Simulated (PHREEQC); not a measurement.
Consider water at 25 °C with 1.5 mmol/kgw BaCl2, 0.44 mmol/kgw NaHCO3 and 0.54 mmol/kgw NaCl. Closed to the air; pH follows from the charge balance.

All values are PHREEQC results (Pitzer model, pitzer.dat), not measurements.

| quantity | before | after |
|---|---|---|
| pH | 8.19 | 7.67 |
| ionic strength (mol/kgw) | 0.00548 | 0.00548 |
| CO2 (mol/kgw) | 5.66e-6 | 1.83e-5 |
| CO3-2 (mol/kgw) | 3.98e-6 | 1.91e-6 |
| SI of Halite (NaCl) | -7.11 | -7.14 |

### Question
Name the change that produced these shifts.
A. BaCl2 from 0.0015 to 0.00225 mol/kgw
B. diluted 5-fold with water
C. temperature from 25 to 85 °C
D. NaCl from 0.00054 to 0.000594 mol/kgw
E. BaCl2 from 0.0015 to 0.0003 mol/kgw

### Answer
C, temperature from 25 to 85 °C

No solid was allowed to form. At this temperature some constants are extrapolated from 25 °C, and those without enthalpy data are left unchanged.
